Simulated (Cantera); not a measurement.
Feed: 1 mol Si, 0.14 mol N₂O, 17 mol N₂, equilibrated at 1923.15 K and 11.0 Pa.

These are equilibrium values from Cantera (NASA tables, ideal gas, pure condensed phases), not measurements of a reactor. Candidate condensed phases: Si, SiO₂, Si₂N₂O, Si₃N₄; 16 gas species. The tables' values for SiN are old estimates; treat these amounts as uncertain. Rates play no part.

Base state: N₂ 0.945, Si 0.0469, SiO 0.00772, SiN 0.000151, Si₂ 0.000122, Si₂N 6.46e-5 (mole fractions); condensed: gas only.

**Question.** What changes in the equilibrium state with this change: N₂O from 0.14 to 0.92 mol?

**Answer.** 
```
species    before    after
-------  --------  -------
N₂          0.945    0.947
SiO       0.00772   0.0486
Si         0.0469  0.00421
Si₂      0.000122  9.81e-7
Si₂N      6.46e-5  5.22e-7
SiN      0.000151  1.35e-5
```
